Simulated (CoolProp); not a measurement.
Carbon monoxide at several states: Z from the reference equation and from simpler models built on Tc = -140.3 °C, pc = 3.498 MPa, ω = 0.050; each cubic takes its own stable root.

The numbers come from the reference Helmholtz-energy equation of state, Lemmon 2006 in CoolProp. It is a short technical equation, of lower accuracy than the large ones.

| T (°C) | p (MPa) | phase | reference | van der Waals | Redlich-Kwong | Peng-Robinson |
|---|---|---|---|---|---|---|
| 216.65 | 11 | supercritical | 1.048 | 1.021 | … | … |
| 165.65 | 1.21 | gas | 1.004 | 0.9999 | 1.002 | 1.003 |
| 84.35 | 0.166 | gas | 1.000 | 0.9994 | 0.9998 | 0.9999 |
| -34.25 | 19.3 | supercritical | … | … | … | … |

**Question.** What belongs in the gaps?

**Answer.** 
- 216.65, Redlich-Kwong: 1.031
- 216.65, Peng-Robinson: 1.037
- -34.25, reference: 0.9583
- -34.25, van der Waals: 0.9285
- -34.25, Redlich-Kwong: 0.9426
- -34.25, Peng-Robinson: 0.9301
